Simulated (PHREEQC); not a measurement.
1 kg of water meets 20 L of dry gas (CO2 0.37, CH4 0.36, H2S 0.27 by moles) at fixed total pressure, at 80 °C; fugacities by Peng-Robinson. The gases take part in no redox reaction, some water evaporates into the gas, and hydrates or a liquid gas phase aren't modelled. Precipitation was switched off in this run.

Model: ion-association model, phreeqc.dat, run in PHREEQC.

| P (atm) | dissolved CO2 (all carbonate carbon) (mol/kgw) | φ of CO2 | p of CO2 (atm) | dissolved CH4 (mol/kgw) | φ of CH4 | p of CH4 (atm) | dissolved H2S (mol/kgw) | pH |
|---|---|---|---|---|---|---|---|---|
| 1 | 0.00251 | 0.997 | 0.197 | 0.000187 | 1.001 | 0.194 | 0.00575 | 4.28 |
| 2 | 0.00716 | 0.994 | 0.568 | 0.000539 | 1.000 | 0.560 | 0.0162 | 4.05 |
| 3 | 0.0118 | 0.990 | 0.938 | 0.000890 | 0.999 | 0.926 | 0.0266 | 3.94 |
| 5 | 0.0209 | 0.984 | 1.68 | 0.00159 | 0.996 | 1.66 | 0.0469 | 3.82 |
| 7.5 | 0.0321 | 0.976 | 2.61 | 0.00245 | 0.994 | 2.57 | 0.0716 | 3.73 |
| 10 | 0.0430 | 0.968 | 3.53 | 0.00330 | 0.991 | 3.49 | 0.0955 | 3.66 |
| 15 | 0.0642 | 0.952 | 5.38 | 0.00498 | 0.987 | 5.31 | 0.141 | 3.58 |

At this temperature some constants are extrapolated from 25 °C, and those without enthalpy data are left unchanged.
